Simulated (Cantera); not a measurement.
Input: 1 mol SiH4, 39 mol N2, 70 mol H2, 0.37 mol NH3, at 0.530 bar.

Method: chemical equilibrium by Gibbs-energy minimisation in Cantera with the NASA 1993 tables (ideal gas, pure condensed phases). Candidate condensed phases: Si, Si3N4; 18 gas species. The tables' values for SiN are old estimates; treat these amounts as uncertain. Gases not in the tables: Si2H6 and higher silanes. The numbers say what is thermodynamically allowed, not how fast it happens.

### Question
At 2075 K, list the 6 most abundant gas species with their mole fractions, and the condensed phases.

### Answer
H2 0.647, N2 0.350, H 0.00294, Si 0.000192, SiH2 0.000104, SiH 6.44e-5. Condensed: Si(l).
